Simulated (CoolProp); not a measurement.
Vapour-liquid equilibrium of R134a (1) + R236FA (2) at 0.771 MPa; x and y are mole fractions of (1).

Values from CoolProp's multi-fluid Helmholtz-energy mixture model, Tillner-Roth 1994 and Pan 2012; pair parameters Bell 2016.

```csv
x,bubble temperature (K),y at the bubble point,dew temperature at overall composition x (K),liquid density (mol/L)
0.05,331.6,(withheld),332.4,8.216
0.2,326.0,0.317,328.9,(withheld)
0.35,(withheld),(withheld),325.2,9.165
0.5,316.2,0.660,321.1,9.677
0.65,311.9,0.786,(withheld),10.22
0.8,308.0,(withheld),311.4,10.80
0.95,(withheld),0.975,305.5,11.42
```

Problem. Some entries are withheld; supply them.

Solution. 
- 0.05, y at the bubble point: 0.087
- 0.2, liquid density (mol/L): 8.679
- 0.35, bubble temperature (K): 320.9
- 0.35, y at the bubble point: 0.505
- 0.65, dew temperature at overall composition x (K): 316.6
- 0.8, y at the bubble point: 0.890
- 0.95, bubble temperature (K): 304.3

No azeotrope shows between x = 0.05 and 0.95.

The pair parameters rest on a limited set of measurements; away from them the model extrapolates.
